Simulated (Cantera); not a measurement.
An isothermal, constant-pressure homogeneous reactor starts with CO : O2 : H2O : N2 = 0.027 : 0.0039 : 0.0019 : 1 (molar parts), equivalence ratio 3.5, at 1050 K and 2.96 atm.

Cantera simulation using GRI-Mech 3.0 (53 species, 325 reactions); the numbers are that mechanism's predictions, not measurements.

x: mole fraction; the columns are a selection and need not sum to one.

```tsv
t (s)	x CO	x O2	x H2O	x H	x CO2	x O	x NO2
2.00e-5	0.0261	0.00378	0.00184	<1e-12	1.96e-11	1.86e-11	<1e-12
6.65e-5	0.0261	0.00378	0.00184	<1e-12	6.95e-11	5.82e-11	<1e-12
0.000221	0.0261	0.00378	0.00184	3.87e-12	2.75e-10	1.61e-10	<1e-12
0.000737	0.0261	0.00378	0.00184	1.38e-11	[?]	3.28e-10	<1e-12
0.00245	0.0261	0.00378	0.00184	4.73e-11	7.08e-9	4.81e-10	<1e-12
0.00816	0.0261	0.00378	0.00184	2.39e-10	6.10e-8	1.09e-9	<1e-12
0.0271	0.0261	0.00378	0.00184	4.84e-9	1.97e-6	1.56e-8	<1e-12
0.0903	0.0260	0.00368	0.00184	7.76e-8	0.000194	2.12e-7	1.19e-12
0.301	0.0249	0.00317	0.00182	1.13e-7	0.00124	2.54e-7	2.22e-11
1.00	[?]	[?]	0.00178	[?]	[?]	[?]	1.39e-10
```

Q: What belongs in the gaps?

A: 
- 0.000737, x CO2: 1.28e-9
- 1.00, x CO: 0.0212
- 1.00, x O2: 0.00132
- 1.00, x H: 2.29e-7
- 1.00, x CO2: 0.00499
- 1.00, x O: 2.22e-7
